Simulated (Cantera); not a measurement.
A jet of 2.09 % CH₄, 6.05 % O₂, 91.9 % N₂, equivalence ratio 0.69 at 300 K and 48000 Pa hits a platinum plate 4 cm away at a mass flux of 0.024 kg/m²/s; the plate temperature is set and raised in steps from an oxygen-covered start.

Computed with Cantera and Deutschmann's 1995 Pt surface mechanism with GRI-Mech 3.0 gas chemistry. Catalytic surfaces can have several steady states; this one follows from the mechanism file's or the stated starting coverage.

x: mole fraction at the wall; θ: surface coverage.

| plate T (K) | wall x CH₄ | wall x O₂ | wall x H₂O | wall x OH | wall x CO | wall x CO₂ | θ free Pt | θ O* | θ OH* |
|---|---|---|---|---|---|---|---|---|---|
| 900 | 0.00502 | 0.0268 | 0.0296 | 1.68e-8 | … | 0.0194 | 0.187 | 0.810 | 0.00308 |
| 950 | 0.00280 | 0.0221 | 0.0337 | 4.63e-8 | … | 0.0221 | 0.259 | 0.738 | 0.00301 |
| 1000 | 0.00174 | 0.0199 | 0.0355 | 1.16e-7 | … | 0.0234 | 0.331 | 0.666 | 0.00276 |
| 1050 | 0.00119 | 0.0188 | 0.0365 | 2.66e-7 | 1.12e-6 | 0.0240 | 0.402 | 0.596 | 0.00247 |
| 1100 | 0.000869 | 0.0182 | 0.0370 | 5.61e-7 | 1.08e-6 | 0.0243 | 0.470 | 0.528 | 0.00217 |
| 1150 | 0.000667 | 0.0179 | 0.0372 | 1.10e-6 | 1.10e-6 | 0.0245 | 0.534 | 0.464 | 0.00189 |
| 1200 | 0.000483 | 0.0179 | 0.0373 | 2.04e-6 | … | 0.0243 | 0.593 | 0.405 | 0.00164 |
| 1250 | 0.000295 | 0.0175 | 0.0378 | 3.60e-6 | … | 0.0245 | 0.650 | 0.348 | 0.00142 |

### Question
Fill in the missing entries.

### Answer

- 900, wall x CO: 1.86e-6
- 950, wall x CO: 1.45e-6
- 1000, wall x CO: 1.23e-6
- 1200, wall x CO: 1.47e-6
- 1250, wall x CO: 2.20e-6
